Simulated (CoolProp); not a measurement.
n-undecane along the isotherm 346.85 °C: density (kg/m³) from the reference equation and from simpler models built on Tc = 365.7 °C, pc = 1990 kPa, ω = 0.539; each cubic takes its own stable root.

Model: reference Helmholtz-energy equation of state, Aleksandrov 2011, in CoolProp. It is a short technical equation, of lower accuracy than the large ones.

```json
[
 {"p (kPa)": "1810", "phase": "liquid", "reference": "401.9"},
 {"p (kPa)": "3620", "phase": "liquid", "reference": "442.1"},
 {"p (kPa)": "5430", "phase": "liquid", "reference": "463.1"},
 {"p (kPa)": "7240", "phase": "liquid", "reference": "478.1"},
 {"p (kPa)": "9050", "phase": "liquid", "reference": "490.1"},
 {"p (kPa)": "10900", "phase": "liquid", "reference": "500.2"},
 {"p (kPa)": "12700", "phase": "liquid", "reference": "508.8"},
 {"p (kPa)": "14500", "phase": "liquid", "reference": "516.4"},
 {"p (kPa)": "16300", "phase": "liquid", "reference": "523.3"},
 {"p (kPa)": "18100", "phase": "liquid", "reference": "529.5"},
 {"p (kPa)": "19900", "phase": "liquid", "reference": "535.3"}
]
```

### Question
How far does each simpler model (van der Waals, Redlich-Kwong, Soave-Redlich-Kwong, Peng-Robinson) lie from the reference over these 11 states: mean and median of the absolute difference, and the worst?

### Answer
- van der Waals: mean 34.9 %, median 33.3 %, worst -45.9 % at 346.85 °C and 1810 kPa
- Redlich-Kwong: mean 15.6 %, median 13.5 %, worst -30.3 % at 346.85 °C and 1810 kPa
- Soave-Redlich-Kwong: mean 14.1 %, median 12.6 %, worst -24.3 % at 346.85 °C and 1810 kPa
- Peng-Robinson: mean 4.1 %, median 2.5 %, worst -15.2 % at 346.85 °C and 1810 kPa
